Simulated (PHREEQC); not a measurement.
Dissolve 0.013 mol Cu(NO3)2, 0.0014 mol HCl and 0.00019 mol H3BO3 per kg of water at 20 °C. Closed to the air; pH follows from the charge balance.

Model: ion-association model, phreeqc.dat, run in PHREEQC.

This is a speciation only: nothing precipitates in the calculation.

Q: Predict the pH.

A: pH 2.92.

Q: In which forms is Cl present?

A: Cl- 99 %, CuCl+ 1.4 % of the Cl.
